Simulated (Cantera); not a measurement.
A closed system holds: 1 mol SiF4, 5.1 mol NO, 3.9 mol N2, at 1077 °C and 0.000690 bar.

These are equilibrium values from Cantera (NASA tables, ideal gas, pure condensed phases), not measurements of a reactor. Candidate condensed phases: Si, SiO2, Si2N2O, Si3N4; 28 gas species. Rates play no part.

Problem. What is the equilibrium state?

Solution. 
```
Item                                  Value
--------------------------------  ---------
x(N2)                                 0.645
x(O2)                                 0.255
x(SiF4)                              0.1000
x(NO)                              0.000540
x(O)                                8.11e-6
x(F)                                1.06e-6
gas amount                        10.00 mol
log10 activity of Si(s) (absent)     -22.14
```
